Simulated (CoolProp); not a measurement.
Vapour-liquid equilibrium of n-heptane (1) + ethylbenzene (2) at 0.85 MPa; x and y are mole fractions of (1).

Model: multi-fluid Helmholtz-energy mixture model, Span 2003 and Zhou 2012; pair parameters Bell 2016, in CoolProp.

```tsv
x	bubble temperature, mixture model (°C)	bubble temperature, Raoult's law (°C)	y, mixture model	y, Raoult's law
0.05	[?]	234.9	0.098	0.101
0.15	227.1	228.7	0.263	0.276
0.25	220.9	223.0	0.397	0.420
0.35	215.6	217.7	0.508	0.542
0.45	210.9	212.9	0.604	0.644
0.55	206.7	208.5	0.689	0.732
0.65	[?]	204.3	[?]	0.807
0.75	199.5	200.5	0.836	0.872
0.85	196.3	196.8	0.903	0.928
0.95	193.3	193.5	0.968	0.978
```

**Question.** What belongs in the gaps?

**Answer.** 
- 0.05, bubble temperature, mixture model (°C): 234.2
- 0.65, bubble temperature, mixture model (°C): 203.0
- 0.65, y, mixture model: 0.765

The largest gap from Raoult's law is -2.1 K in bubble temperature, at x = 0.35. No azeotrope shows between x = 0.05 and 0.95.

Pair parameters are fitted to limited data, so mixtures are less certain than the pure fluids.
